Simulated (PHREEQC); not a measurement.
A solution holds 150 mmol/kgw NaHCO3, 15 mmol/kgw Na2CO3 and 66 mmol/kgw KCl, at 25 °C and 100 atm. Closed to the air; pH follows from the charge balance.

The numbers come from PHREEQC with the ion-association model, phreeqc.dat.

| quantity | before | after |
|---|---|---|
| pH | 8.64 | 9.46 |
| ionic strength (mol/kgw) | 0.239 | 0.475 |
| Na+ (mol/kgw) | 0.165 | 0.348 |
| HCO3- (mol/kgw) | 0.142 | 0.137 |
| CO3-2 (mol/kgw) | 0.00819 | 0.0609 |
| NaHCO3 (mol/kgw) | 0.00747 | 0.0132 |
| SI of Sylvite (KCl) | -3.59 | -3.65 |
| SI of Halite (NaCl) | -3.83 | -3.55 |

Problem. What was changed between the two runs?
(A) temperature from 25 to 40 °C
(B) diluted 100-fold with water
(C) Na2CO3 from 0.015 to 0.15 mol/kgw
(D) Na2CO3 from 0.015 to 0.0225 mol/kgw
(E) diluted 5-fold with water

Solution. C, Na2CO3 from 0.015 to 0.15 mol/kgw

No solid was allowed to form. Under pressure, the constants of complexes without a molar volume in the database are unreliable.
